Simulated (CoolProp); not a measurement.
Dimethyl carbonate along the isotherm 326.85 °C: density (kg/m³) from the reference equation and from simpler models built on Tc = 283.9 °C, pc = 4.909 MPa, ω = 0.346; each cubic takes its own stable root.

Model: reference Helmholtz-energy equation of state, Zhou 2011, in CoolProp.

```tsv
p (MPa)	phase	reference	ideal gas	van der Waals	Redlich-Kwong	Soave-Redlich-Kwong	Peng-Robinson
0.614	gas	11.48	11.09	11.45	(withheld)	11.47	11.52
1.23	gas	23.88	22.21	23.76	23.92	(withheld)	24.04
1.84	gas	37.21	33.22	(withheld)	37.31	37.04	37.57
2.45	gas	51.79	44.24	(withheld)	52.01	51.44	52.44
3.07	gas	68.22	55.43	67.62	68.63	67.56	69.25
3.68	gas	86.43	66.45	85.78	87.15	85.24	87.86
4.3	gas	107.7	77.64	107.4	108.9	105.6	(withheld)
4.91	supercritical	132.2	88.66	133.5	134.6	128.7	134.2
5.52	supercritical	161.7	99.67	168.3	166.5	155.9	163.5
6.14	supercritical	198.5	110.9	222.4	209.0	189.1	199.5
6.75	supercritical	243.1	121.9	287.0	263.4	(withheld)	241.9
7.36	supercritical	295.6	132.9	326.2	318.9	272.0	289.3
```

Q: Some entries are withheld; supply them.

A: 
- 0.614, Redlich-Kwong: 11.49
- 1.23, Soave-Redlich-Kwong: 23.82
- 1.84, van der Waals: 36.94
- 2.45, van der Waals: 51.35
- 4.3, Peng-Robinson: 109.5
- 6.75, Soave-Redlich-Kwong: 228.3
